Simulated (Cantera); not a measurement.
Feed: 1 mol Si, 2.6 mol Br2, 36 mol H2, 17 mol HBr, equilibrated at 10.0 mbar.

Equilibrium computed with Cantera from the NASA thermochemical tables; the gas is ideal and each condensed phase is pure. Candidate condensed phases: Br2, Si; 19 gas species. The tables' values for SiBr3 are old estimates; treat these amounts as uncertain. Equilibrium is a limit: real reactors are often held back by kinetics, nucleation or transport.

**Question.** At 1300 K, list the 5 most abundant gas species with their mole fractions, and the condensed phases.

**Answer.** H2 0.627, HBr 0.354, SiBr2 0.0127, SiBr4 0.00407, Br 0.00119. Condensed: gas only.
